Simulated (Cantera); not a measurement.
A perfectly stirred reactor is fed with C2H6 : N2 = 1 : 180 (molar parts), at 46000 Pa; it is held at 1525 K, and followed from long to short residence time.

Cantera simulation using GRI-Mech 3.0 (53 species, 325 reactions); the numbers are that mechanism's predictions, not measurements. GRI-Mech 3.0 stops at C3 and has no aromatics, soot or wall deposition, so with more carbon than oxygen in the feed, carbon stays in small species such as C2H2 where larger ones or solid carbon would form.

**Question.** Predict: x(C2H6) at τ = 12.0 s; x(C2H2) at τ = 12.0 s; x(HCN) at τ = 12.0 s; x(CH2) at τ = 12.0 s; x(H) at τ = 12.0 s; x(C2H6) at τ = 56.0 ms; x(C2H2) at τ = 56.0 ms; x(HCN) at τ = 56.0 ms; x(CH2) at τ = 56.0 ms; x(H) at τ = 56.0 ms.

**Answer.** 
- x(C2H6) at τ = 12.0 s: 1.21e-6
- x(C2H2) at τ = 12.0 s: 0.00493
- x(HCN) at τ = 12.0 s: 1.76e-6
- x(CH2) at τ = 12.0 s: 4.53e-9
- x(H) at τ = 12.0 s: 4.79e-6
- x(C2H6) at τ = 56.0 ms: 7.96e-5
- x(C2H2) at τ = 56.0 ms: 0.00435
- x(HCN) at τ = 56.0 ms: 1.68e-6
- x(CH2) at τ = 56.0 ms: 1.56e-7
- x(H) at τ = 56.0 ms: 2.42e-5
